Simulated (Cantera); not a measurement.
Input (Python, Cantera) and output of one run.

```python
import numpy as np
import cantera as ct

gas_names = """
    N N2 Zr ZrN
""".split()
cond_names = """
    Zr(a) Zr(b) Zr(L) ZrN(s) ZrN(L)
""".split()


# ... load() reads the species with a 1 bar reference pressure and builds the phases ...
atoms = {
    'ZrN': {'Zr': 1, 'N': 1},
    'N2': {'N': 2},
}
top_T = {}  # K; cautious upper limits of use, not melting points


# ... equilibrate(T, P, feed) seeds the gas with the atoms and calls Mixture.equilibrate('TP', solver="vcs", rtol=1e-11, max_steps=5000) ...
results = []
feed = {'ZrN': 1, 'N2': 5.7}  # mol
T = 2900  # K
P = 1333.22  # Pa
mix = equilibrate(T, P, feed)
results.append((T, P, feed, dict(zip(mix.species_names, mix.species_moles))))
print(gas.report(threshold=1e-06))
for i in range(1, mix.n_phases):
    print(f"{mix.phase(i).name:16s} {mix.phase_moles(i):12.5e} mol")
```

Output:

```
       temperature   2900 K
          pressure   1333.2 Pa
           density   0.0015542 kg/m^3
  mean mol. weight   28.108 kg/kmol
   phase of matter   gas

                          1 kg             1 kmol
                     ---------------   ---------------
          enthalpy        3.2002e+06         8.995e+07  J
   internal energy        2.3424e+06        6.5839e+07  J
           entropy             10730        3.0159e+05  J/K
    Gibbs function       -2.7917e+07       -7.8467e+08  J
 heat capacity c_p            1316.6             37005  J/K
 heat capacity c_v            1020.7             28691  J/K

                      mass frac. Y      mole frac. X     chem. pot. / RT
                     ---------------   ---------------   ---------------
                 N        3.0827e-05         6.186e-05           -16.287
                N2           0.99512           0.99844           -32.575
                Zr          0.004851         0.0014947           -11.826
     [   +1 minor]        1.3501e-08        3.6063e-09

Zr(L)             0.00000e+00 mol
ZrN(s)            9.91461e-01 mol
```

These are equilibrium values from Cantera (NASA tables, ideal gas, pure condensed phases), not measurements of a reactor. ZrN: taken at fixed stoichiometry.
